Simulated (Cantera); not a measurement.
An adiabatic, constant-pressure homogeneous reactor starts with 6.35 % CH4, 1.08 % H2, 17.0 % O2, 64.2 % N2, 11.4 % H2O, at 973 K and 9.87 atm.

Computed with Cantera and GRI-Mech 3.0 (53 species, 325 reactions). Below about 1000 K GRI-Mech 3.0 lacks low-temperature oxidation paths.

**Question.** Predict: time of steepest temperature rise; temperature at 0.800 s; equilibrium temperature; x(H2) at 0.800 s; x(O2) at 0.800 s; x(H2O2) at 0.800 s; x(H2O) at 0.800 s; x(HO2) at 0.800 s; x(CO) at 0.800 s.

**Answer.** 
| Item | Value |
|---|---|
| time of steepest temperature rise | 36.6 ms |
| temperature at 0.800 s | 2280 K |
| equilibrium temperature | 2280 K |
| x(H2) at 0.800 s | 0.000795 (gas-phase equilibrium 0.000795) |
| x(O2) at 0.800 s | 0.0344 (gas-phase equilibrium 0.0344) |
| x(H2O2) at 0.800 s | 6.17e-7 (gas-phase equilibrium 6.17e-7) |
| x(H2O) at 0.800 s | 0.250 (gas-phase equilibrium 0.250) |
| x(HO2) at 0.800 s | 5.54e-6 (gas-phase equilibrium 5.54e-6) |
| x(CO) at 0.800 s | 0.00110 (gas-phase equilibrium 0.00110) |
